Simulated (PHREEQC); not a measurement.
1 kg of water meets 20 L of dry gas (CO2 0.42, H2S 0.58 by moles) at fixed total pressure, at 60 °C; fugacities by Peng-Robinson. The gases take part in no redox reaction, some water evaporates into the gas, and hydrates or a liquid gas phase aren't modelled. Precipitation was switched off in this run.

All values are PHREEQC results (ion-association model, phreeqc.dat), not measurements.

```
P (atm)  dissolved CO2 (all carbonate carbon) (mol/kgw)  φ of CO2  p of CO2 (atm)  dissolved H2S (mol/kgw)  φ of H2S  p of H2S (atm)    pH
-------  ----------------------------------------------  --------  --------------  -----------------------  --------  --------------  ----
1                                               0.00567     0.996           0.344                   0.0221     0.994           0.459  4.04
2                                                0.0127     0.992           0.773                   0.0491     0.988            1.03     …
3                                                0.0196     0.989            1.20                   0.0757     0.982            1.60     …
5                                                0.0332     0.981            2.06                    0.128     0.971            2.74     …
7.5                                              0.0499     0.971            3.13                    0.191     0.956            4.16  3.57
10                                               0.0662     0.962            4.20                    0.252     0.942            5.59     …
15                                               0.0975     0.943            6.33                    0.366     0.914            8.45  3.43
```

Fill in the missing entries.


- 2, pH: 3.87
- 3, pH: 3.78
- 5, pH: 3.66
- 10, pH: 3.51

At this temperature some constants are extrapolated from 25 °C, and those without enthalpy data are left unchanged.
